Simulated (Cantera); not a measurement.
Mixture: H2 : O2 : N2 = 1 : 0.893 : 3.36 (molar parts), at 3750 Torr, adiabatic and at constant volume. Ignition delay is the time to a rise of 400 K.

Detailed kinetics in Cantera: the H2/O2 subset of GRI-Mech 3.0, which has no nitrogen chemistry. The hydrogen kinetics of GRI-Mech 3.0 are dated; newer H2 mechanisms differ, most at raised pressure. Where the delays flatten at high temperature, the 400 K rule measures the pace of heat release, not the induction time.

**Question.** Predict: delay at 1100 K; delay at 1175 K; delay at 1250 K; delay at 1325 K; delay at 1400 K; delay at 1475 K; delay at 1550 K.

**Answer.** 
| Property | Value |
|---|---|
| delay at 1100 K | 0.559 ms |
| delay at 1175 K | 22.5 µs |
| delay at 1250 K | 9.55 µs |
| delay at 1325 K | 5.87 µs |
| delay at 1400 K | 4.13 µs |
| delay at 1475 K | 3.14 µs |
| delay at 1550 K | 2.52 µs |
